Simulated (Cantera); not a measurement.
**Silicon carbide growth: CH3SiH3 + H2**

A closed system holds: 1 mol CH3SiH3, 49 mol H2, equilibrated at 0.0100 bar.

Cantera equilibrium calculation (NASA polynomials, part measured and part estimated; ideal gas, pure solids and liquids). Candidate condensed phases: C, C6H6, C7H8, C8H18, Si, SiC; 87 gas species. The feed counts by its element totals alone. Gases not in the tables: Si2H6 and higher silanes. The numbers say what is thermodynamically allowed, not how fast it happens.

From 1250 K to 2150 K the condensed part is SiC(s). The main Si-bearing gas is SiH2 at 1250 K and Si at 2150 K.

```csv
T (K),log p H2,log p H,log p Si,log p C2H2 (acetylene),log p SiC2,log p Si2C,log p SiH,n SiC(s)
1250,-2.00,-7.32,-11.08,-13.89,<-14,<-14,-11.04,1.000
1325,-2.00,-6.79,-10.03,-13.02,<-14,-13.52,-10.16,1.000
1400,-2.00,-6.31,-9.28,-11.85,<-14,-12.46,-9.58,1.000
1475,-2.00,-5.89,-8.73,-10.55,<-14,-11.64,-9.18,1.000
1550,-2.00,-5.50,-8.26,-9.35,-13.39,-10.91,-8.84,1.000
1625,-2.00,-5.15,-7.79,-8.33,-12.00,-10.21,-8.49,1.000
1700,-2.00,-4.83,-7.27,-7.58,-10.83,-9.49,-8.08,1.000
1775,-2.00,-4.54,-6.75,-7.00,-9.81,-8.78,-7.66,0.999
1850,-2.00,-4.27,-6.25,-6.50,-8.88,-8.12,-7.26,0.997
1925,-2.00,-4.02,-5.79,-6.05,-8.04,-7.50,-6.89,0.990
2000,-2.01,-3.79,-5.37,-5.63,-7.26,-6.93,-6.54,0.974
2075,-2.01,-3.58,-4.97,-5.24,-6.54,-6.40,-6.22,0.934
2150,-2.02,-3.39,-4.61,-4.89,-5.87,-5.92,-5.93,0.841
```
log p: log10 of the partial pressure in bar; n: condensed amount in mol.
